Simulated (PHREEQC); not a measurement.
Solution (25 °C): 0.17 mol/kgw Pb(NO3)2. Closed to the air; pH follows from the charge balance.

Computed with PHREEQC (ion-association model, phreeqc.dat).

| quantity | before | after |
|---|---|---|
| pH | 4.20 | 5.30 |
| ionic strength (mol/kgw) | 0.344 | 0.00498 |
| NO3- (mol/kgw) | 0.257 | 0.00334 |

### Question
What was changed between the two runs?
A. Pb(NO3)2 from 0.17 to 0.187 mol/kgw
B. Pb(NO3)2 from 0.17 to 0.085 mol/kgw
C. diluted 100-fold with water
D. Pb(NO3)2 replaced by Cd(NO3)2 at the same molality

### Answer
C, diluted 100-fold with water

This is a speciation only: nothing precipitates in the calculation.
